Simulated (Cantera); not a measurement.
A Cantera script and its output.

```python
import numpy as np
import cantera as ct

gas = ct.Solution("gri30.yaml")
gas.TPX = 1273, 2000, {'N2O': 1, 'O2': 0.48}
reactor = ct.IdealGasConstPressureReactor(gas, energy="off", clone=False)
net = ct.ReactorNet([reactor])
net.rtol, net.atol = 1e-08, 1e-18
show = ['N2O', 'O2', 'NO', 'O', 'N2', 'NO2']
times = np.geomspace(0.0002, 100, 11)

steps = ct.SolutionArray(gas, extra=["t"])
rows = []
print(f"{'t/s':>10s}{'T/K':>9s}{'P/Pa':>11s}" + "".join(f"{s:>11s}" for s in show))
for t in times:
    while net.time < t:
        t_next = net.step()
        steps.append(gas.state, t=t_next)
    rows.append([np.interp(t, steps.t, y) for y in (steps.T, steps.P, *steps(*show).X.T)])
    print(f"{t:10.3e}{rows[-1][0]:9.1f}{rows[-1][1]:11.4g}" + "".join(f"{x:11.3e}" for x in rows[-1][2:]))
rate = np.gradient(steps.T, steps.t)
print("integrator steps:", len(steps.t))
if steps.T.max() > steps.T[0] + 200:
    print(f"time of steepest temperature rise: {steps.t[rate.argmax()]:.4e} s")
gas.TPX = 1273, 2000, {'N2O': 1, 'O2': 0.48}
gas.equilibrate("TP")
print(f"equilibrium (TP): T = {gas.T:.1f} K  " + "  ".join(f"{s} {gas[s].X[0]:.3e}" for s in show))
```

It prints:

```
       t/s      T/K       P/Pa        N2O         O2         NO          O         N2        NO2
 2.000e-04   1273.0       2000  6.757e-01  3.243e-01  2.009e-07  2.331e-06  3.706e-06  1.465e-14
 7.429e-04   1273.0       2000  6.756e-01  3.243e-01  1.826e-06  4.696e-06  1.719e-05  7.269e-13
 2.759e-03   1273.0       2000  6.756e-01  3.243e-01  1.008e-05  5.318e-06  7.431e-05  1.952e-11
 1.025e-02   1273.0       2000  6.753e-01  3.244e-01  4.137e-05  5.320e-06  2.884e-04  3.225e-10
 3.807e-02   1273.0       2000  6.741e-01  3.246e-01  1.574e-04  5.320e-06  1.083e-03  4.497e-09
 1.414e-01   1273.0       2000  6.699e-01  3.255e-01  5.864e-04  5.320e-06  4.018e-03  5.449e-08
 5.253e-01   1273.0       2000  6.545e-01  3.286e-01  2.150e-03  5.319e-06  1.472e-02  4.823e-07
 1.951e+00   1273.0       2000  6.012e-01  3.393e-01  7.580e-03  5.316e-06  5.190e-02  2.515e-06
 7.248e+00   1273.0       2000  4.443e-01  3.710e-01  2.353e-02  5.300e-06  1.612e-01  8.978e-06
 2.692e+01   1273.0       2000  1.616e-01  4.280e-01  5.212e-02  5.198e-06  3.582e-01  2.218e-05
 1.000e+02   1273.0       2000  7.105e-03  4.596e-01  6.700e-02  3.188e-06  4.662e-01  4.007e-05
integrator steps: 740
equilibrium (TP): T = 1273.0 K  N2O 3.109e-09  O2 4.947e-01  NO 4.086e-04  O 5.384e-07  N2 5.048e-01  NO2 1.073e-06
```

Detailed kinetics in Cantera: GRI-Mech 3.0 (53 species, 325 reactions). GRI-Mech 3.0 was tuned for natural gas; its chemistry of N2O as a main component is partial and can be far from experiment. Radical loss at walls, strong at low pressure, is not modelled. The mechanism lacks the step 2 NO + O2 → 2 NO2, which can matter for NO2 below about 1400 K. The temperature is held fixed by assumption; the heat of reaction is taken as removed at once.
